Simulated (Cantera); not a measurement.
An adiabatic, constant-pressure homogeneous reactor starts with CO : H2 : O2 : N2 : CO2 = 1 : 0.042 : 0.326 : 1.22 : 0.088 (molar parts), equivalence ratio 1.6, at 1823 K and 1.01 bar. Integrator tolerance rtol = 1e-08.

Model: GRI-Mech 3.0 (53 species, 325 reactions), integrated in Cantera.

```csv
quantity,before,after
time of steepest temperature rise,26.1 µs,15.5 µs
temperature at 0.400 s,2867 K,2867 K
equilibrium temperature,2867 K,2867 K
x(CO) at 0.400 s,0.238 (gas-phase equilibrium 0.238),0.241 (gas-phase equilibrium 0.241)
x(H2) at 0.400 s,0.00160 (gas-phase equilibrium 0.00160),0.00355 (gas-phase equilibrium 0.00355)
x(O2) at 0.400 s,0.0285 (gas-phase equilibrium 0.0285),0.0251 (gas-phase equilibrium 0.0251)
x(H2O2) at 0.400 s,2.29e-8 (gas-phase equilibrium 2.29e-8),4.49e-8 (gas-phase equilibrium 4.49e-8)
x(CO2) at 0.400 s,0.201 (gas-phase equilibrium 0.201),0.192 (gas-phase equilibrium 0.192)
```

### Question
What was changed between the two runs?
A. initial temperature 1823 to 1525 K
B. pressure from 1.01 bar to 0.400 bar
C. H2 0.042 to 0.08 parts
D. H2 0.042 to 0.013 parts

### Answer
C, H2 0.042 to 0.08 parts
